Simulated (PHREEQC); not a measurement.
Make-up at 19 °C: 71 mmol/kgw HF, 0.6 mmol/kgw NH4HF2 and 0.11 mmol/kgw H4SiO4. It is in equilibrium with CO2 at log p = -3.4 (atm). Otherwise closed; pH follows from the charge balance.

Equilibrium calculation in PHREEQC: ion-association model, wateq4f.dat.

The ionic strength comes out as 0.00760 mol/kgw. What activity coefficients do HF2-, H+, F-, SiF6-2, NH4+ get?

HF2- 0.91, H+ 0.92, F- 0.91, SiF6-2 0.70, NH4+ 0.91.

No solid was allowed to form. wateq4f.dat counts part of the HF as a dimer, H2F2, which phreeqc.dat doesn't know; its constant is uncertain. SiF6-2 is the database's only silicon fluoride.
